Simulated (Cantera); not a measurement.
Input (Python, Cantera):

```python
import numpy as np
import cantera as ct

gas = ct.Solution("h2o2.yaml")
gas.TPX = 1300, 100000, {'H2': 0.95, 'O2': 1, 'N2': 96}
inlet = ct.Reservoir(gas, clone=True)

reactor = ct.IdealGasConstPressureReactor(gas, energy="off", clone=False)
exhaust = ct.Reservoir(gas, clone=True)
tau = [3.9, 1.7, 0.72, 0.31, 0.13, 0.057, 0.024, 0.011, 0.0045][0]
for a, b in ((inlet, reactor), (reactor, exhaust)):
    ct.MassFlowController(a, b, mdot=lambda t: reactor.mass / tau)
net = ct.ReactorNet([reactor])
show = ['H2', 'O2', 'H2O2', 'H', 'H2O']

rows = []
print(f"{'tau/s':>10s}{'T/K':>9s}" + "".join(f"{s:>11s}" for s in show))
for tau in [3.9, 1.7, 0.72, 0.31, 0.13, 0.057, 0.024, 0.011, 0.0045]:
    net.initial_time = 0.0
    net.advance(30 * tau)
    before = gas.X
    net.advance(40 * tau)
    drift = np.max(np.abs(gas.X - before) / (gas.X + 1e-9))
    rows.append([gas.T, *gas[show].X, drift])
    print(f"{tau:10.3e}{gas.T:9.1f}" + "".join(f"{x:11.3e}" for x in gas[show].X))
```

It prints:

```
     tau/s      T/K         H2         O2       H2O2          H        H2O
 3.900e+00   1300.0  8.058e-06  5.383e-03  8.924e-09  6.784e-07  9.727e-03
 1.700e+00   1300.0  1.394e-05  5.382e-03  1.436e-08  1.528e-06  9.717e-03
 7.200e-01   1300.0  2.448e-05  5.383e-03  2.320e-08  3.542e-06  9.700e-03
 3.100e-01   1300.0  4.227e-05  5.386e-03  3.647e-08  8.077e-06  9.674e-03
 1.300e-01   1300.0  7.354e-05  5.391e-03  5.666e-08  1.882e-05  9.629e-03
 5.700e-02   1300.0  1.230e-04  5.403e-03  8.317e-08  4.168e-05  9.556e-03
 2.400e-02   1300.0  2.084e-04  5.429e-03  1.186e-07  9.443e-05  9.429e-03
 1.100e-02   1300.0  3.307e-04  5.473e-03  1.547e-07  1.926e-04  9.239e-03
 4.500e-03   1300.0  5.510e-04  5.570e-03  1.947e-07  4.147e-04  8.880e-03
```

Computed with Cantera and the H2/O2 subset of GRI-Mech 3.0, which has no nitrogen chemistry.
